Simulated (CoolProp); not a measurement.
Propylene along the isotherm -40.95 °C: Z from the reference equation and from simpler models built on Tc = 91.1 °C, pc = 4.555 MPa, ω = 0.146; each cubic takes its own stable root.

Values from CoolProp's reference Helmholtz-energy equation of state, Lemmon 2013.

```
p (MPa)   phase  reference
-------  ------  ---------
0.0072      gas     0.9978
0.0112      gas     0.9965
0.0175      gas     0.9945
0.0272      gas     0.9915
0.0423      gas     0.9866
0.0659      gas     0.9790
0.103       gas     0.9668
0.16     liquid   0.005795
0.249    liquid   0.009017
0.387    liquid    0.01401
0.603    liquid    0.02182
0.939    liquid    0.03396
1.46     liquid    0.05274
2.28     liquid    0.08223
```

**Question.** How far does each simpler model (van der Waals, Redlich-Kwong, Soave-Redlich-Kwong, Peng-Robinson) lie from the reference over these 14 states: mean and median of the absolute difference, and the worst?

**Answer.** 
- van der Waals: mean 2415.0 %, median 29.3 %, worst +16631.7 % at -40.95 °C and 0.16 MPa
- Redlich-Kwong: mean 1175.9 %, median 4.2 %, worst +16412.5 % at -40.95 °C and 0.16 MPa
- Soave-Redlich-Kwong: mean 3.3 %, median 3.4 %, worst +6.5 % at -40.95 °C and 0.16 MPa
- Peng-Robinson: mean 3.0 %, median 3.1 %, worst -5.9 % at -40.95 °C and 2.28 MPa

At some of these states van der Waals, Redlich-Kwong gives the other phase, because its saturation line lies elsewhere.
